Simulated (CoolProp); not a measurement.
The numbers come from the reference Helmholtz-energy equation of state, Lemmon and Jacobsen 2000 in CoolProp.

Task: For R143a, give the phase and the isothermal compressibility (1/MPa), conductivity (mW/(m K)) at 334.6 K and 5.49 MPa.

Result: 
- 334.6 K and 5.49 MPa: liquid; isothermal compressibility 0.0261, conductivity 60.9

Thermal conductivity comes from a separate model (McLinden 2000), an estimate that may be off by 10 % or more.
